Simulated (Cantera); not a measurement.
Feed: 1 mol B2O3, 3.5 mol F2, 13 mol H2, held at 1577 °C and 8.10e-5 bar.

Cantera equilibrium calculation (NASA polynomials, part measured and part estimated; ideal gas, pure solids and liquids). Candidate condensed phases: B, B2O3, B3O3H3, H2O; 43 gas species. Kinetics and transport are ignored.

Base state: H2 0.510, HF 0.287, BOF 0.104, H2O 0.0486, H 0.0427, HBO2 0.00686, BO 0.000322, OH 0.000301 (mole fractions); condensed: gas only.

Q: What changes in the equilibrium state with this change: temperature from 1577 °C to 1302 °C?

A: 
```json
[
 {"species": "H2", "before": "0.510", "after": "0.540"},
 {"species": "HF", "before": "0.287", "after": "0.292"},
 {"species": "BOF", "before": "0.104", "after": "0.107"},
 {"species": "H", "before": "0.0427", "after": "0.00339"},
 {"species": "H2O", "before": "0.0486", "after": "0.0505"},
 {"species": "O", "before": "1.92e-5", "after": "6.08e-8"},
 {"species": "BO", "before": "0.000322", "after": "8.79e-6"}
]
```

Q: What changes in the equilibrium state with this change: temperature from 1577 °C to 1102 °C?

A: 
```
species    before     after
-------  --------  --------
H2          0.510     0.543
HF          0.287     0.291
BOF         0.104     0.107
H          0.0427  0.000281
H2O        0.0486    0.0517
O         1.92e-5     <1e-9
BO       0.000322   2.46e-7
BO2       5.15e-5   7.11e-8
```
